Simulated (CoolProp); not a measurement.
Ethylbenzene along the isobar 27.4 bar: Z from the reference equation and from simpler models built on Tc = 617.1 K, pc = 36.22 bar, ω = 0.304; each cubic takes its own stable root.

Computed with CoolProp (reference Helmholtz-energy equation of state, Zhou 2012).

| T (K) | phase | reference | Redlich-Kwong | Soave-Redlich-Kwong | Peng-Robinson |
|---|---|---|---|---|---|
| 496.1 | liquid | (withheld) | 0.1266 | (withheld) | 0.1062 |
| 507.3 | liquid | 0.1048 | 0.1273 | 0.1207 | (withheld) |
| 518.6 | liquid | (withheld) | 0.1283 | 0.1215 | 0.1073 |
| 529.9 | liquid | 0.1053 | 0.1299 | 0.1229 | 0.1085 |
| 541.1 | liquid | 0.1059 | 0.1321 | 0.1248 | 0.1103 |
| 552.4 | liquid | 0.1070 | 0.1351 | (withheld) | 0.1128 |
| 563.7 | liquid | (withheld) | 0.1395 | 0.1315 | 0.1164 |
| 574.9 | liquid | 0.1112 | 0.1459 | 0.1372 | 0.1216 |
| 586.2 | liquid | 0.1153 | 0.1570 | 0.1465 | 0.1301 |
| 597.5 | gas | 0.5526 | (withheld) | 0.5881 | 0.5617 |
| 608.7 | gas | (withheld) | 0.6440 | 0.6387 | 0.6130 |
| 620 | gas | 0.6571 | 0.6754 | 0.6769 | 0.6517 |

### Question
What belongs in the gaps?

### Answer

- 496.1, reference: 0.1050
- 496.1, Soave-Redlich-Kwong: 0.1202
- 507.3, Peng-Robinson: 0.1065
- 518.6, reference: 0.1049
- 552.4, Soave-Redlich-Kwong: 0.1276
- 563.7, reference: 0.1086
- 597.5, Redlich-Kwong: 0.6047
- 608.7, reference: 0.6141
